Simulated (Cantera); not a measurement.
## Stirred combustor or abatement burner

A perfectly stirred reactor is fed with 2.76 % C2H4, 15.2 % O2, 76.0 % N2, 6.08 % CO2, equivalence ratio 0.55, at 1.00 bar; it is adiabatic with a 400 K inlet, and is followed from long to short residence time, starting on the burning branch (τ in s: 0.033, 0.017, 0.0086, 0.0044, 0.0023, 0.0012, 0.0006, 0.00031, 0.00016, 8e-05, 4.1e-05, 2.1e-05, 1.1e-05).

Detailed kinetics in Cantera: GRI-Mech 3.0 (53 species, 325 reactions). GRI-Mech 3.0 was tuned for natural gas; its chemistry of ethylene as a main component is partial and can be far from experiment.

```
τ (s)    T (K)    x C2H4    x O2   x CO2   x H2O   x CH2O    x C2H6   x C2H2
-------  -----  --------  ------  ------  ------  -------  --------  -------
0.033     1427   2.70e-5  0.0697   0.114  0.0547  2.54e-6  6.64e-10  1.95e-6
0.017     1419   3.89e-5  0.0701   0.113  0.0546  4.06e-6   1.39e-9  2.27e-6
0.0086    1406   5.77e-5  0.0707   0.112  0.0543  6.65e-6   3.17e-9  2.70e-6
0.0044    1386   8.89e-5  0.0717   0.110  0.0539  1.10e-5   8.06e-9  3.38e-6
0.0023    1357  0.000148  0.0734   0.106  0.0534  1.89e-5   2.48e-8  4.68e-6
0.0012    1305  0.000315  0.0768   0.100  0.0524  3.86e-5   1.41e-7  8.55e-6
0.00060    400    0.0276   0.152  0.0608  <1e-12   <1e-12    <1e-12   <1e-12
0.00031    400    0.0276   0.152  0.0608  <1e-12   <1e-12    <1e-12   <1e-12
0.00016    400    0.0276   0.152  0.0608  <1e-12   <1e-12    <1e-12   <1e-12
8.0e-5     400    0.0276   0.152  0.0608  <1e-12   <1e-12    <1e-12   <1e-12
4.1e-5     400    0.0276   0.152  0.0608  <1e-12   <1e-12    <1e-12   <1e-12
2.1e-5     400    0.0276   0.152  0.0608  <1e-12   <1e-12    <1e-12   <1e-12
1.1e-5     400    0.0276   0.152  0.0608  <1e-12   <1e-12    <1e-12   <1e-12
```
x: mole fraction; the columns are a selection and need not sum to one.
